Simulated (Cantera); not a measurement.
Input: 1 mol SiHCl3, 1.2 mol HCl, a varied amount of H2, held at 1273.15 K and 0.825 Torr.

Equilibrium computed with Cantera from the NASA thermochemical tables; the gas is ideal and each condensed phase is pure. Candidate condensed phases: Si; 19 gas species. The numbers say what is thermodynamically allowed, not how fast it happens.

Question: What share of the Si ends up in condensed phases as a function of n(H2) (mol), at 9.8, 12, 15, 18, 22, 26, 32, 39, 48, 58, 71, 86, 110?

Answer: 
| n(H2) (mol) | Si condensed (%) | as |
|---|---|---|
| 9.8 | 0.0 | - |
| 12 | 0.0 | - |
| 15 | 6.4 | Si(s) |
| 18 | 12.5 | Si(s) |
| 22 | 19.3 | Si(s) |
| 26 | 25.1 | Si(s) |
| 32 | 32.3 | Si(s) |
| 39 | 39.0 | Si(s) |
| 48 | 45.9 | Si(s) |
| 58 | 51.8 | Si(s) |
| 71 | 57.8 | Si(s) |
| 86 | 63.1 | Si(s) |
| 110 | 69.2 | Si(s) |
